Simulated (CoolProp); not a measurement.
Vapour-liquid equilibrium of R113 (1) + benzene (2) at 38.35 °C; x and y are mole fractions of (1).

Computed with CoolProp (multi-fluid Helmholtz-energy mixture model, Marx 1992 and Thol 2012; pair parameters Bell 2016).

```
x      bubble pressure (MPa)  y at the bubble point  dew pressure at overall composition x (MPa)  liquid density (mol/L)
-----  ---------------------  ---------------------  -------------------------------------------  ----------------------
0.05                 0.02867                  0.241                                      0.02380                   10.82
0.125                0.03570                  0.430                                      0.02551                   10.55
0.2                  0.04122                  0.538                                      0.02747                   10.30
0.275                0.04571                  0.611                                      0.02974                   10.06
0.35                 0.04951                  0.666                                      0.03238                   9.824
0.425                0.05286                  0.711                                      0.03547                   9.601
0.5                  0.05592                  0.751                                      0.03912                   9.388
0.575                0.05879                  0.788                                      0.04341                   9.183
0.65                 0.06154                  0.824                                      0.04838                   8.987
0.725                0.06423                  0.860                                      0.05391                   8.799
0.8                  0.06687                  0.896                                      0.05970                   8.618
0.875                0.06950                  0.934                                      0.06535                   8.444
0.95                 0.07210                  0.973                                      0.07060                   8.278
```

No azeotrope shows between x = 0.05 and 0.95.

Pair parameters are fitted to limited data, so mixtures are less certain than the pure fluids.
